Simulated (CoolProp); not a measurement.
Sulfur dioxide along the isotherm 304.6 K: fugacity coefficient from the reference equation and from simpler models built on Tc = 430.6 K, pc = 7.887 MPa, ω = 0.256; each cubic takes its own stable root.

Computed with CoolProp (reference Helmholtz-energy equation of state, Gao 2016).

```
p (MPa)   phase  reference
-------  ------  ---------
0.789    liquid     0.5718
1.58     liquid     0.2898
2.37     liquid     0.1961
3.15     liquid     0.1497
3.94     liquid     0.1214
4.73     liquid     0.1027
5.52     liquid    0.08927
6.31     liquid    0.07925
7.1      liquid    0.07147
7.89     liquid    0.06527
8.68     liquid    0.06020
9.46     liquid    0.05604
10.3     liquid    0.05227
11       liquid    0.04958
11.8     liquid    0.04691
```

How far does each simpler model (van der Waals, Redlich-Kwong, Soave-Redlich-Kwong, Peng-Robinson) lie from the reference over these 15 states: mean and median of the absolute difference, and the worst?


- van der Waals: mean 220.3 %, median 230.9 %, worst +253.2 % at 304.6 K and 11.8 MPa
- Redlich-Kwong: mean 55.3 %, median 55.3 %, worst +57.7 % at 304.6 K and 11.8 MPa
- Soave-Redlich-Kwong: mean 2.7 %, median 2.7 %, worst +3.9 % at 304.6 K and 11.8 MPa
- Peng-Robinson: mean 0.5 %, median 0.5 %, worst +0.7 % at 304.6 K and 0.789 MPa

At some of these states van der Waals gives the other phase, because its saturation line lies elsewhere.
